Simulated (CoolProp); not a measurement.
Methanol at several states: density (kg/m³) from the reference equation and from simpler models built on Tc = 513.4 K, pc = 8216 kPa, ω = 0.565; each cubic takes its own stable root.

The numbers come from the reference Helmholtz-energy equation of state, de Reuck 1993 in CoolProp.

```
T (K)  p (kPa)   phase  reference
-----  -------  ------  ---------
488.8       39     gas     0.3080
415.1      429     gas      4.186
248.1     34.7  liquid      833.4
350.8    28100  liquid      766.6
553.7     33.5     gas     0.2334
558.4     77.2     gas     0.5339
```

Task: How far does each simpler model (van der Waals, Soave-Redlich-Kwong) lie from the reference over these 6 states: mean and median of the absolute difference, and the worst?

Result: 
- van der Waals: mean 25.3 %, median 1.2 %, worst -99.9 % at 248.1 K and 34.7 kPa
- Soave-Redlich-Kwong: mean 8.2 %, median 0.5 %, worst -24.3 % at 350.8 K and 28100 kPa

At some of these states van der Waals gives the other phase, because its saturation line lies elsewhere.
